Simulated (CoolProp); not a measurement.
Values from CoolProp's reference Helmholtz-energy equation of state, Zhou 2016.

Task: Give the vapour pressure (kPa), liquid cp (kJ/(kg K)), vapour Z of saturated R245ca at 279.2 K.

Result: 
```json
[
 {"T (K)": "279.2", "p (kPa)": "45.3", "liquid cp (kJ/(kg K))": "1.35", "vapour Z": "0.979"}
]
```
